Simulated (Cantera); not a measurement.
# Fluorocarbon and chlorocarbon gases: CF4 + F2

Input: 1 mol CF4, 0.3 mol F2.

Method: chemical equilibrium by Gibbs-energy minimisation in Cantera with the NASA 1993 tables (ideal gas, pure condensed phases). Candidate condensed phases: C; 13 gas species. Kinetics and transport are ignored.

Question: Map the stable condensed phases over T = 500, 650, 800, 950, 1100, 1250, 1400, 1550, 1700, 1850, 2000, 2150, 2300, 2450 °C and P in Pa = 1, 3.2, 10, 32, 100, 320, 1000, 3200, 10000, 32000, 100000.

Answer: 
```
T in °C \ P in Pa
              1    3.2     10     32    100    320   1000   3200  10000  32000 100000
   2450       A      A      A      B      B      B      B      A      A      A      A
   2300       A      B      B      B      B      B      A      A      A      A      A
   2150       B      B      B      B      B      A      A      A      A      A      A
   2000       B      B      B      B      A      A      A      A      A      A      A
   1850       B      B      B      A      A      A      A      A      A      A      A
   1700       B      B      A      A      A      A      A      A      A      A      A
   1550       A      A      A      A      A      A      A      A      A      A      A
   1400       A      A      A      A      A      A      A      A      A      A      A
   1250       A      A      A      A      A      A      A      A      A      A      A
   1100       A      A      A      A      A      A      A      A      A      A      A
    950       A      A      A      A      A      A      A      A      A      A      A
    800       A      A      A      A      A      A      A      A      A      A      A
    650       A      A      A      A      A      A      A      A      A      A      A
    500       A      A      A      A      A      A      A      A      A      A      A
```
A: gas only; B: C.
